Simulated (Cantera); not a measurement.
A Cantera script and what it prints.

```python
import numpy as np
import cantera as ct

gas_names = """
    CL CLO CL2 H HCL HOCL HO2 H2 H2O H2O2 O OH O2 O3
""".split()
cond_names = """
    H2O(s) H2O(L)
""".split()


def load(file, names, dense=False):
    # The tables refer to 1 bar. Condensed volumes are neglected.
    table = {s.name: s for s in ct.Species.list_from_file(file)}
    out = []
    for n in names:
        d = dict(table[n].input_data)
        d["thermo"] = dict(d["thermo"], **{"reference-pressure": 1e5})
        if dense:
            d["equation-of-state"] = {"model": "constant-volume", "density": "1e6 g/cm^3"}
        out.append(ct.Species.from_dict(d))
    return out


gas = ct.Solution(thermo="ideal-gas", species=load("nasa_gas.yaml", gas_names))
cond = {s.name: ct.Solution(thermo="fixed-stoichiometry", species=[s], name=s.name)
        for s in load("nasa_condensed.yaml", cond_names, dense=True)}
atoms = {
    'HCl': {'H': 1, 'CL': 1},
    'H2O': {'H': 2, 'O': 1},
    'O2': {'O': 2},
}
top_T = {}  # K; cautious upper limits of use, not melting points


def equilibrate(T, P, feed):
    n = {}
    for name, mol in feed.items():
        for a, k in atoms[name].items():
            n[a] = n.get(a, 0.0) + k * mol
    gas.TPX = T, P, n
    mass = sum(n.values()) * gas.mean_molecular_weight
    gas.equilibrate("TP")
    valid = [c for c in cond.values() if c.min_temp <= T <= top_T.get(c.name, c.max_temp)]
    mix = ct.Mixture([(gas, mass / gas.mean_molecular_weight)] + [(c, 0.0) for c in valid])
    mix.T, mix.P = T, P
    mix.equilibrate("TP", solver="vcs", rtol=1e-11, max_steps=5000)
    return mix


results = []
feed = {'HCl': 1, 'H2O': 1.1, 'O2': 0.31}  # mol
P = 1700000  # Pa
for T in [500, 575, 650, 725, 800, 875, 950, 1025, 1100, 1175, 1250, 1325, 1400, 1475]:
    mix = equilibrate(T, P, feed)
    results.append((T, P, feed, dict(zip(mix.species_names, mix.species_moles))))
    x = sorted(zip(gas.X, gas.species_names), reverse=True)
    print(f"T = {T:g} K  P = {P:g} Pa  gas = {mix.phase_moles(0):.4g} mol")
    print("   x: " + "  ".join(f"{s} {v:.3e}" for v, s in x if v > 1e-05))
    print("   condensed (mol): " + ("  ".join(f"{mix.phase(i).name} {mix.phase_moles(i):.4g}"
          for i in range(1, mix.n_phases) if mix.phase_moles(i) > 1e-12) or "none"))
```

Output:

```
T = 500 K  P = 1.7e+06 Pa  gas = 2.173 mol
   x: H2O 7.247e-01  CL2 2.184e-01  O2 3.347e-02  HCL 2.342e-02
   condensed (mol): none
T = 575 K  P = 1.7e+06 Pa  gas = 2.189 mol
   x: H2O 7.046e-01  CL2 2.021e-01  HCL 5.268e-02  O2 4.058e-02
   condensed (mol): none
T = 650 K  P = 1.7e+06 Pa  gas = 2.211 mol
   x: H2O 6.769e-01  CL2 1.795e-01  HCL 9.313e-02  O2 5.041e-02
   condensed (mol): none
T = 725 K  P = 1.7e+06 Pa  gas = 2.238 mol
   x: H2O 6.450e-01  CL2 1.535e-01  HCL 1.398e-01  O2 6.175e-02  HOCL 1.109e-05
   condensed (mol): none
T = 800 K  P = 1.7e+06 Pa  gas = 2.266 mol
   x: H2O 6.124e-01  HCL 1.873e-01  CL2 1.270e-01  O2 7.329e-02  HOCL 2.093e-05
   condensed (mol): none
T = 875 K  P = 1.7e+06 Pa  gas = 2.293 mol
   x: H2O 5.822e-01  HCL 2.314e-01  CL2 1.024e-01  O2 8.400e-02  HOCL 3.426e-05
   condensed (mol): none
T = 950 K  P = 1.7e+06 Pa  gas = 2.316 mol
   x: H2O 5.560e-01  HCL 2.697e-01  O2 9.331e-02  CL2 8.102e-02  HOCL 5.033e-05  CL 1.221e-05
   condensed (mol): none
T = 1025 K  P = 1.7e+06 Pa  gas = 2.336 mol
   x: H2O 5.343e-01  HCL 3.013e-01  O2 1.010e-01  CL2 6.336e-02  HOCL 6.811e-05  CL 3.415e-05
   condensed (mol): none
T = 1100 K  P = 1.7e+06 Pa  gas = 2.352 mol
   x: H2O 5.170e-01  HCL 3.264e-01  O2 1.071e-01  CL2 4.929e-02  HOCL 8.665e-05  CL 8.159e-05
   condensed (mol): none
T = 1175 K  P = 1.7e+06 Pa  gas = 2.365 mol
   x: H2O 5.036e-01  HCL 3.459e-01  O2 1.118e-01  CL2 3.836e-02  CL 1.720e-04  HOCL 1.052e-04
   condensed (mol): none
T = 1250 K  P = 1.7e+06 Pa  gas = 2.374 mol
   x: H2O 4.935e-01  HCL 3.607e-01  O2 1.154e-01  CL2 3.001e-02  CL 3.279e-04  HOCL 1.231e-04  CLO 1.647e-05
   condensed (mol): none
T = 1325 K  P = 1.7e+06 Pa  gas = 2.382 mol
   x: H2O 4.858e-01  HCL 3.717e-01  O2 1.181e-01  CL2 2.368e-02  CL 5.762e-04  HOCL 1.403e-04  CLO 2.578e-05  OH 1.311e-05
   condensed (mol): none
T = 1400 K  P = 1.7e+06 Pa  gas = 2.388 mol
   x: H2O 4.800e-01  HCL 3.799e-01  O2 1.200e-01  CL2 1.887e-02  CL 9.471e-04  HOCL 1.565e-04  CLO 3.811e-05  OH 2.888e-05
   condensed (mol): none
T = 1475 K  P = 1.7e+06 Pa  gas = 2.392 mol
   x: H2O 4.757e-01  HCL 3.859e-01  O2 1.215e-01  CL2 1.521e-02  CL 1.473e-03  HOCL 1.716e-04  OH 5.873e-05  CLO 5.375e-05
   condensed (mol): none
```

Method: chemical equilibrium by Gibbs-energy minimisation in Cantera with the NASA 1993 tables (ideal gas, pure condensed phases).
